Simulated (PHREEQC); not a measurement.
NaOH is added in steps, without added water, to 1 kg of water holding 0.0016 mol/kgw KH2PO4 and 0.19 mol/kgw HF, at 5 °C. Oxygen alone is held at its pressure in air (log pO2 = -0.68). The system is closed to CO2. No solid was allowed to form.

Base run: PHREEQC, ion-association model, phreeqc.dat. Each further column changes one thing. The table gives F- (mol/kgw).

```csv
NaOH added (mol),base,database wateq4f.dat,all activity coefficients set to 1,metal-ligand complexes left out,Debye-Hückel limiting law
0,0.0118,0.00938,0.0105,0.0118,0.0122
0.01312,0.0170,0.0160,0.0156,0.0171,0.0175
0.03938,0.0319,0.0339,0.0306,0.0322,0.0324
0.0525,0.0410,0.0441,0.0397,0.0415,0.0415
0.06563,0.0510,0.0548,0.0497,0.0519,0.0516
0.09187,0.0733,0.0773,0.0716,0.0752,0.0740
0.105,0.0856,0.0892,0.0835,0.0881,0.0863
0.1181,0.0985,0.102,0.0960,0.102,0.0994
0.1444,0.126,0.128,0.122,0.131,0.127
0.1575,0.141,0.142,0.136,0.147,0.142
0.1706,0.156,0.156,0.150,0.164,0.158
0.1969,0.179,0.179,0.172,0.189,0.182
0.21,0.179,0.179,0.171,0.189,0.182
```

Away from 25 °C the constants follow the database's enthalpies or fits; those with neither stay at their 25 °C values. wateq4f.dat counts part of the HF as a dimer, H2F2, which phreeqc.dat doesn't know; its constant is uncertain. H3PO4, which wateq4f.dat lacks, is added to it with the constant of phreeqc.dat. phreeqc.dat and wateq4f.dat share most of their constants, so their agreement is no independent check.
